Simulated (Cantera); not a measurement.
trisilylamine + N2 (silicon nitride deposition)

A closed system holds: 1 mol trisilylamine, a varied amount of N2, at 2048 K and 6.60 Pa.

These are equilibrium values from Cantera (NASA tables, ideal gas, pure condensed phases), not measurements of a reactor. Candidate condensed phases: Si, Si3N4; 18 gas species. The feed counts by its element totals alone. The tables' values for SiN are old estimates; treat these amounts as uncertain. Rates play no part.

From 5.2 mol N2 to 91 mol N2 nothing is condensed. The main Si-bearing gas is Si throughout.

```tsv
n(N2) (mol)	x N2	x H2	x Si	x H
5.2	0.402	0.249	0.210	0.137
20	0.699	0.108	0.102	0.0906
34	0.792	0.0675	0.0686	0.0716
48	0.840	0.0478	0.0518	0.0603
62	0.869	0.0363	0.0416	0.0525
77	0.891	0.0285	0.0344	0.0465
91	0.905	0.0234	0.0296	0.0422
```
x: gas mole fraction; nothing condenses.
